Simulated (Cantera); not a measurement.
Cantera run:

```python
import numpy as np
import cantera as ct

gas_names = """
    CL CLO CL2 O O2 O3 Ti TiCL TiCL2 TiCL3 TiCL4 TiO TiOCL TiOCL2 TiO2
""".split()
cond_names = """
    Ti(a) Ti(b) Ti(L) TiCL2(s) TiCL3(s) TiCL4(L) TiO(a) TiO(b) TiO(L) TiO2(ru) TiO2(L) Ti2O3(a) Ti2O3(b)
    Ti2O3(L) Ti3O5(a) Ti3O5(b) Ti3O5(L) Ti4O7(s) Ti4O7(L)
""".split()


def load(file, names, dense=False):
    # The tables refer to 1 bar. Condensed volumes are neglected.
    table = {s.name: s for s in ct.Species.list_from_file(file)}
    out = []
    for n in names:
        d = dict(table[n].input_data)
        d["thermo"] = dict(d["thermo"], **{"reference-pressure": 1e5})
        if dense:
            d["equation-of-state"] = {"model": "constant-volume", "density": "1e6 g/cm^3"}
        out.append(ct.Species.from_dict(d))
    return out


gas = ct.Solution(thermo="ideal-gas", species=load("nasa_gas.yaml", gas_names))
cond = {s.name: ct.Solution(thermo="fixed-stoichiometry", species=[s], name=s.name)
        for s in load("nasa_condensed.yaml", cond_names, dense=True)}
atoms = {
    'TiO2': {'Ti': 1, 'O': 2},
    'Cl2': {'CL': 2},
    'O2': {'O': 2},
}
top_T = {'TiCL2(s)': 1300, 'TiCL3(s)': 1000}  # K; cautious upper limits of use, not melting points


def equilibrate(T, P, feed):
    n = {}
    for name, mol in feed.items():
        for a, k in atoms[name].items():
            n[a] = n.get(a, 0.0) + k * mol
    gas.TPX = T, P, n
    mass = sum(n.values()) * gas.mean_molecular_weight
    gas.equilibrate("TP")
    valid = [c for c in cond.values() if c.min_temp <= T <= top_T.get(c.name, c.max_temp)]
    mix = ct.Mixture([(gas, mass / gas.mean_molecular_weight)] + [(c, 0.0) for c in valid])
    mix.T, mix.P = T, P
    mix.equilibrate("TP", solver="vcs", rtol=1e-11, max_steps=5000)
    return mix


results = []
feed = {'TiO2': 1, 'Cl2': 1, 'O2': 0.029}  # mol
P = 15000  # Pa
for T in [1050, 1125, 1200, 1275, 1350, 1425, 1500, 1575, 1650]:
    mix = equilibrate(T, P, feed)
    results.append((T, P, feed, dict(zip(mix.species_names, mix.species_moles))))

top = {s: max(r[3][s] / sum(r[3][g] for g in gas_names) for r in results) for s in gas_names}
cols = sorted((s for s in top if top[s] > 1e-06), key=lambda s: -top[s])[:9]
seen = [c for c in cond_names if any(r[3].get(c, 0) > 1e-12 for r in results)]
print("log10 of partial pressures in bar; condensed amounts in mol")
print(f"{'T/K':>10s}" + "".join(f"{s[:9]:>10s}" for s in cols + seen))
for T, P, feed, n in results:
    ng = sum(n[g] for g in gas_names)
    print(f"{T:10.4g}" + "".join(f"{np.log10(max(n[s] / ng * P / 1e5, 1e-99)):10.3f}" for s in cols)
          + "".join(f"{n.get(c, 0):10.4g}" for c in seen))
```

It prints:

```
log10 of partial pressures in bar; condensed amounts in mol
       T/K       CL2        CL        O2     TiCL4       CLO    TiOCL2     TiCL3         O  TiO2(ru)
      1050    -0.837    -3.520    -2.374    -5.123    -5.969   -11.902   -12.109   -10.362    0.9999
      1125    -0.839    -3.107    -2.372    -4.541    -5.632   -10.609   -10.792    -9.522    0.9998
      1200    -0.842    -2.747    -2.367    -4.041    -5.335    -9.484    -9.649    -8.785    0.9994
      1275    -0.849    -2.430    -2.355    -3.617    -5.072    -8.502    -8.656    -8.130    0.9983
      1350    -0.861    -2.150    -2.332    -3.267    -4.834    -7.644    -7.798    -7.540    0.9962
      1425    -0.881    -1.905    -2.295    -2.989    -4.618    -6.895    -7.060    -7.005    0.9927
      1500    -0.913    -1.690    -2.252    -2.776    -4.425    -6.241    -6.429    -6.518    0.9877
      1575    -0.958    -1.504    -2.211    -2.622    -4.258    -5.670    -5.886    -6.076    0.9817
      1650    -1.022    -1.345    -2.181    -2.519    -4.121    -5.171    -5.420    -5.677    0.9755
```

Method: chemical equilibrium by Gibbs-energy minimisation in Cantera with the NASA 1993 tables (ideal gas, pure condensed phases). Condensed phases not in the tables: TiOCl.
